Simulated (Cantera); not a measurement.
Mixture: C₂H₄ : O₂ : N₂ : H₂O = 1 : 3.49 : 13.1 : 0.73 (molar parts), equivalence ratio 0.86, at 0.570 bar, adiabatic and at constant volume. Ignition delay is the time to a rise of 400 K.

Computed with Cantera and GRI-Mech 3.0 (53 species, 325 reactions). GRI-Mech 3.0 was tuned for natural gas; its chemistry of ethylene as a main component is partial and can be far from experiment.

Task: What does this change do: 0.068 parts H2 added?

Result: 
| quantity | before | after |
|---|---|---|
| delay at 1175 K | 0.609 ms | 0.449 ms |
| delay at 1375 K | 90.8 µs | 79.6 µs |
| delay at 1575 K | 38.6 µs | 36.2 µs |
| delay at 1775 K | 20.9 µs | 20.2 µs |
| apparent activation energy between 1675 and 1875 K | 72 kJ/mol | 69 kJ/mol |
